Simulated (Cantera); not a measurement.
A Cantera script and what it prints.

```python
import numpy as np
import cantera as ct

gas_names = """
    AL ALCL ALCL2 ALCL3 ALN AL2 AL2CL6 CL CL2 N N2
""".split()
cond_names = """
    AL(cr) AL(L) ALCL3(s) ALCL3(L) ALN(s)
""".split()


# ... load() reads the species with a 1 bar reference pressure and builds the phases ...
atoms = {
    'Al': {'AL': 1},
    'Cl2': {'CL': 2},
    'N2': {'N': 2},
}
top_T = {'ALN(s)': 2750}  # K; cautious upper limits of use, not melting points


# ... equilibrate(T, P, feed) seeds the gas with the atoms and calls Mixture.equilibrate('TP', solver="vcs", rtol=1e-11, max_steps=5000) ...
results = []
feed = {'Al': 1, 'Cl2': 0.32, 'N2': 3.9}  # mol
P = 133.322  # Pa
for T in [898, 998, 1098, 1198, 1298, 1398, 1498]:
    mix = equilibrate(T, P, feed)
    results.append((T, P, feed, dict(zip(mix.species_names, mix.species_moles))))

top = {s: max(r[3][s] / sum(r[3][g] for g in gas_names) for r in results) for s in gas_names}
cols = sorted((s for s in top if top[s] > 1e-05), key=lambda s: -top[s])[:5]
seen = [c for c in cond_names if any(r[3].get(c, 0) > 1e-12 for r in results)]
print("log10 of partial pressures in bar; condensed amounts in mol")
print(f"{'T/K':>10s}" + "".join(f"{s[:9]:>10s}" for s in cols + seen))
for T, P, feed, n in results:
    ng = sum(n[g] for g in gas_names)
    print(f"{T:10.4g}" + "".join(f"{np.log10(max(n[s] / ng * P / 1e5, 1e-99)):10.3f}" for s in cols)
          + "".join(f"{n.get(c, 0):10.4g}" for c in seen))
```

Result:

```
log10 of partial pressures in bar; condensed amounts in mol
       T/K        N2     ALCL3      ALCL     ALCL2        CL    ALN(s)
       898    -2.901    -4.117   -12.127    -9.406   -12.139    0.7867
       998    -2.901    -4.117   -10.086    -8.173   -10.894    0.7867
      1098    -2.901    -4.117    -8.421    -7.169    -9.873    0.7866
      1198    -2.901    -4.119    -7.040    -6.336    -9.021    0.7861
      1298    -2.901    -4.129    -5.878    -5.640    -8.301    0.7821
      1398    -2.904    -4.183    -4.899    -5.076    -7.698     0.755
      1498    -2.919    -4.460    -4.128    -4.741    -7.253    0.6208
```

Method: chemical equilibrium by Gibbs-energy minimisation in Cantera with the NASA 1993 tables (ideal gas, pure condensed phases). The tables' values for AlCl2 are old estimates; treat these amounts as uncertain.
